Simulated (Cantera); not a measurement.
A closed system holds: 1 mol BF3, a varied amount of H2O, held at 1998 K and 0.100 bar.

Cantera equilibrium calculation (NASA polynomials, part measured and part estimated; ideal gas, pure solids and liquids). Candidate condensed phases: B, B2O3, B3O3H3, H2O; 43 gas species. The tables' values for BF2 are old estimates; treat these amounts as uncertain. Rates play no part.

At 0.94 mol H2O, list the 6 most abundant gas species with their mole fractions, and the condensed phases.

HF 0.621, BOF 0.304, BF3 0.0479, H2O 0.0211, HBO2 0.00418, H2 0.000967. Condensed: gas only.
